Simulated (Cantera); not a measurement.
## Adiabatic ignition

An adiabatic, constant-volume homogeneous reactor starts with CH₄ : O₂ : N₂ = 1 : 2.6 : 13.8 (molar parts), at 1550 K and 11.0 bar.

Model: GRI-Mech 3.0 (53 species, 325 reactions), integrated in Cantera.

| t (s) | T (K) | P (bar) | x CH₄ | x O₂ | x N₂O | x H₂O | x CO₂ | x C₂H₆ |
|---|---|---|---|---|---|---|---|---|
| 4.00e-6 | 1550 | 11.0 | 0.0575 | 0.149 | 4.79e-11 | 2.47e-6 | 2.92e-10 | 2.44e-8 |
| 1.26e-5 | 1550 | 11.0 | 0.0574 | 0.149 | 3.70e-10 | 2.63e-5 | 1.62e-8 | 1.62e-6 |
| 4.00e-5 | 1552 | 11.0 | 0.0569 | 0.149 | 2.69e-9 | 0.000371 | 9.90e-7 | 8.90e-5 |
| 0.000126 | 1948 | 14.1 | 0.0180 | 0.107 | 2.39e-7 | 0.0471 | 0.00194 | 0.000473 |
| 0.000400 | 2815 | 20.2 | <1e-12 | 0.0316 | 3.44e-6 | 0.105 | 0.0472 | <1e-12 |
| 0.00126 | 2808 | 20.1 | <1e-12 | 0.0300 | 3.50e-6 | 0.105 | 0.0473 | <1e-12 |
| 0.00400 | 2808 | 20.1 | <1e-12 | 0.0300 | 3.50e-6 | 0.105 | 0.0473 | <1e-12 |
| 0.0126 | 2808 | 20.1 | <1e-12 | 0.0300 | 3.50e-6 | 0.105 | 0.0473 | <1e-12 |
| 0.0400 | 2808 | 20.1 | <1e-12 | 0.0300 | 3.50e-6 | 0.105 | 0.0473 | <1e-12 |
| 0.126 | 2808 | 20.1 | <1e-12 | 0.0300 | 3.50e-6 | 0.105 | 0.0473 | <1e-12 |
| 0.400 | 2808 | 20.1 | <1e-12 | 0.0300 | 3.50e-6 | 0.105 | 0.0473 | <1e-12 |
| 1.26 | 2808 | 20.1 | <1e-12 | 0.0300 | 3.50e-6 | 0.105 | 0.0473 | <1e-12 |
| 4.00 | 2808 | 20.1 | <1e-12 | 0.0300 | 3.50e-6 | 0.105 | 0.0473 | <1e-12 |
x: mole fraction; the columns are a selection and need not sum to one.

```json
{
  "time_of_steepest_temperature_rise": "0.127 ms",
  "temperature at 4.00 s": "2808 K",
  "equilibrium_temperature": "2808 K",
  "x(CH₄) at 4.00 s": "<1e-12 (gas-phase equilibrium <1e-12)",
  "x(O₂) at 4.00 s": "0.0300 (gas-phase equilibrium 0.0300)",
  "x(N₂O) at 4.00 s": "3.50e-6 (gas-phase equilibrium 3.50e-6)"
}
```
